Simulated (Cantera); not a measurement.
A freely propagating, adiabatic, planar premixed flame of CH4 : O2 : N2 = 1 : 2 : 7.52 (molar parts), equivalence ratio 1.0, unburnt at 473 K and 0.938 atm; multicomponent transport, grid criteria slope 0.08 and curve 0.16, no radiation.

Model: GRI-Mech 3.0 (53 species, 325 reactions), integrated in Cantera. Burning velocities carry a grid error of a few per cent, more on coarse grids.

x: mole fraction of selected species; z is measured from the peak of heat release.

```csv
z (mm),T (K),u (m/s),x CH4,x O2,x HO2,x CH2CO,x H2,x NO2
-1.17,473,0.849,0.0950,0.190,3.99e-8,<1e-8,0.000654,<1e-8
-0.782,474,0.852,0.0948,0.190,…,<1e-8,…,<1e-8
-0.586,480,0.864,0.0943,0.189,3.47e-6,3.25e-8,0.00419,<1e-8
-0.391,530,0.959,0.0911,0.185,3.26e-5,6.80e-7,0.00871,5.74e-8
-0.195,919,1.69,0.0672,0.154,0.000136,2.18e-5,0.0169,8.55e-8
-0.0977,1344,2.50,0.0375,0.113,0.000166,8.55e-5,0.0211,2.76e-8
0,1745,3.27,0.00887,0.0635,0.000107,0.000105,0.0217,<1e-8
0.0977,1908,3.57,0.000609,0.0351,1.74e-5,1.65e-5,0.0169,<1e-8
0.195,1953,3.64,2.06e-5,0.0256,7.11e-6,6.61e-7,0.0143,<1e-8
0.391,2004,3.71,3.24e-8,0.0208,5.27e-6,<1e-8,0.0137,<1e-8
0.782,2068,3.81,<1e-8,0.0179,3.97e-6,<1e-8,0.0127,<1e-8
1.56,2142,3.93,<1e-8,…,…,<1e-8,…,<1e-8
3.13,2213,4.04,<1e-8,0.0123,1.85e-6,<1e-8,0.00854,1.02e-8
```

Q: Fill in the missing entries.

A: 
- -0.782, x HO2: 6.06e-7
- -0.782, x H2: 0.00216
- 1.56, x O2: 0.0151
- 1.56, x HO2: 2.76e-6
- 1.56, x H2: 0.0107
